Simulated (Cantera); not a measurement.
What does this Cantera script print?

```python
import numpy as np
import cantera as ct

gas_names = """
    Fe FeO Fe(OH)2 H HO2 H2 H2O H2O2 H2S H2SO4 O OH O2 O3 S SH SO SO2 SO3 S2 S2O S8
""".split()
cond_names = """
    Fe(a) Fe(c) Fe(d) Fe(L) FeO(s) FeO(L) Fe(OH)2(s) Fe(OH)3(s) FeS(a) FeS(b) FeS(c) FeS(L) FeSO4(s)
    FeS2(s) Fe2O3(s) Fe2S3O12(s) Fe3O4(s) H2O(s) H2O(L) H2SO4(L) S(cr1) S(cr2) S(L)
""".split()


# ... load() reads the species with a 1 bar reference pressure and builds the phases ...
atoms = {
    'Fe2O3': {'Fe': 2, 'O': 3},
    'H2S': {'H': 2, 'S': 1},
    'O2': {'O': 2},
}
top_T = {'FeSO4(s)': 950, 'FeS2(s)': 1010, 'Fe2O3(s)': 1830, 'Fe2S3O12(s)': 1100, 'Fe3O4(s)': 1870}  # K; cautious upper limits of use, not melting points


# ... equilibrate(T, P, feed) seeds the gas with the atoms and calls Mixture.equilibrate('TP', solver="vcs", rtol=1e-11, max_steps=5000) ...
results = []
feed = {'Fe2O3': 1, 'H2S': 0.38, 'O2': 0.55}  # mol
T = 1073.15  # K
P = 101325  # Pa
mix = equilibrate(T, P, feed)
results.append((T, P, feed, dict(zip(mix.species_names, mix.species_moles))))
x = sorted(zip(gas.X, gas.species_names), reverse=True)
print(f"T = {T:g} K  P = {P:g} Pa  gas = {mix.phase_moles(0):.4g} mol")
print("   x: " + "  ".join(f"{s} {v:.3e}" for v, s in x if v > 0.001))
print("   condensed (mol): " + ("  ".join(f"{mix.phase(i).name} {mix.phase_moles(i):.4g}"
      for i in range(1, mix.n_phases) if mix.phase_moles(i) > 1e-12) or "none"))
```

Output:

```
T = 1073.15 K  P = 101325 Pa  gas = 0.76 mol
   x: H2O 5.000e-01  SO2 5.000e-01
   condensed (mol): Fe2O3(s) 0.88  Fe3O4(s) 0.08001
```

Cantera equilibrium calculation (NASA polynomials, part measured and part estimated; ideal gas, pure solids and liquids). Mutual solubility and eutectic melting of coexisting phases are not modelled.
